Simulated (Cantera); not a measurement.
A perfectly stirred reactor is fed with H₂ : O₂ : N₂ = 1 : 0.735 : 3.9 (molar parts), equivalence ratio 0.68, at 100000 Pa; it is adiabatic with a 548 K inlet, and is followed from long to short residence time, starting on the burning branch (τ in s: 0.054, 0.028, 0.014, 0.0074, 0.0038, 0.002, 0.001, 0.00052, 0.00027, 0.00014, 7.2e-05, 3.7e-05, 1.9e-05).

Cantera simulation using the H2/O2 subset of GRI-Mech 3.0, which has no nitrogen chemistry; the numbers are that mechanism's predictions, not measurements.

Task: What does this change do: pressure from 100000 Pa to 33000 Pa?

Result: 
```json
[
 {"quantity": "blow-out, bracketed by the residence times tried", "before": "burning at 37.0 µs, out at 19.0 µs", "after": "burning at 0.140 ms, out at 72.0 µs"},
 {"quantity": "x(H₂) at τ = 54.0 ms", "before": "0.000570", "after": "0.00215"},
 {"quantity": "x(O₂) at τ = 54.0 ms", "before": "0.0453", "after": "0.0452"},
 {"quantity": "x(HO₂) at τ = 54.0 ms", "before": "1.95e-6", "after": "2.13e-6"},
 {"quantity": "x(OH) at τ = 54.0 ms", "before": "0.00231", "after": "0.00447"},
 {"quantity": "x(H) at τ = 54.0 ms", "before": "8.37e-5", "after": "0.000685"},
 {"quantity": "x(H₂) at τ = 1.00 ms", "before": "0.00632", "after": "0.0142"},
 {"quantity": "x(O₂) at τ = 1.00 ms", "before": "0.0462", "after": "0.0501"},
 {"quantity": "x(HO₂) at τ = 1.00 ms", "before": "1.42e-5", "after": "9.88e-6"},
 {"quantity": "x(OH) at τ = 1.00 ms", "before": "0.00659", "after": "0.00724"},
 {"quantity": "x(H) at τ = 1.00 ms", "before": "0.00347", "after": "0.0169"}
]
```
